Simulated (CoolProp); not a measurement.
Properties of dodecamethylpentasiloxane (MD3M) along the isotherm 620 K.

Values from CoolProp's reference Helmholtz-energy equation of state, Thol 2019.

| p (bar) | phase | Z | fugacity coefficient |
|---|---|---|---|
| 1.43 | gas | 0.9398 | 0.9427 |
| 2.86 | gas | 0.8741 | 0.8865 |
| 4.29 | gas | 0.8008 | 0.8310 |
| 5.72 | gas | 0.7158 | 0.7759 |
| 7.15 | gas | 0.6082 | 0.7203 |
| 10 | liquid | 0.1710 | 0.5794 |
| 11.4 | liquid | 0.1882 | 0.5203 |
| 12.9 | liquid | 0.2074 | 0.4712 |
| 14.3 | liquid | 0.2257 | 0.4346 |
